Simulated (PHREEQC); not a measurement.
Consider water at 25 °C with 2.2 mmol/kgw CaSO4, 11 mmol/kgw Na2SO4 and 0.0007 mmol/kgw H4SiO4. Closed to the air; pH follows from the charge balance.

The numbers come from PHREEQC with the Pitzer model, pitzer.dat.

Precipitation was switched off in this run.

### Question
Estimate the specific conductance.

### Answer
specific conductance 2810 µS/cm.

Complexes and solids missing from the database can't appear.
